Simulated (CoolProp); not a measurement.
Saturation properties of isopentane (Tc = 460.3 K, pc = 33.78 bar, ω = 0.227).

Computed with CoolProp (reference Helmholtz-energy equation of state, Lemmon 2006). It is a short technical equation, of lower accuracy than the large ones.

| T (K) | p (bar) | liquid density (kg/m³) | vapour density (kg/m³) | enthalpy of vaporisation (kJ/kg) | liquid cp (kJ/(kg K)) | liquid conductivity (mW/(m K)) |
|---|---|---|---|---|---|---|
| 327.6 | 2.338 | 583.7 | 6.724 | 321.4 | 2.437 | 92.9 |
| 331.5 | 2.609 | 579.3 | ? | 317.9 | 2.461 | 91.8 |
| 335.3 | ? | 575.0 | ? | 314.4 | 2.484 | 90.7 |
| 339.1 | 3.207 | 570.7 | 9.099 | 310.9 | 2.508 | 89.6 |
| 343 | 3.550 | 566.1 | 10.04 | 307.2 | 2.532 | 88.4 |
| 346.8 | 3.911 | 561.6 | 11.03 | 303.5 | ? | 87.3 |
| 350.6 | 4.299 | 557.0 | 12.10 | 299.7 | 2.582 | 86.1 |
| 354.5 | 4.726 | 552.2 | 13.28 | ? | 2.609 | ? |
| 358.3 | 5.172 | 547.4 | 14.51 | 291.6 | 2.636 | 83.8 |
| 362.2 | 5.662 | 542.5 | 15.88 | 287.4 | 2.664 | 82.7 |
| 366 | 6.171 | 537.5 | 17.32 | 283.1 | 2.692 | 81.5 |
| 369.8 | 6.714 | 532.5 | 18.86 | 278.7 | 2.722 | 80.4 |
| 373.7 | 7.307 | 527.2 | 20.56 | ? | 2.753 | 79.2 |
| 377.5 | 7.922 | 521.9 | 22.34 | 269.5 | 2.785 | ? |
| 381.3 | 8.574 | 516.5 | 24.26 | 264.6 | 2.818 | 76.9 |

Question: Complete the blanks.

Answer: 
- 331.5, vapour density (kg/m³): 7.467
- 335.3, p (bar): 2.896
- 335.3, vapour density (kg/m³): 8.251
- 346.8, liquid cp (kJ/(kg K)): 2.557
- 354.5, enthalpy of vaporisation (kJ/kg): 295.6
- 354.5, liquid conductivity (mW/(m K)): 85.0
- 373.7, enthalpy of vaporisation (kJ/kg): 274.1
- 377.5, liquid conductivity (mW/(m K)): 78.1

It boils at 301.0 K under 1 atm.

Thermal conductivity comes from a separate model (Vassiliou 2015).
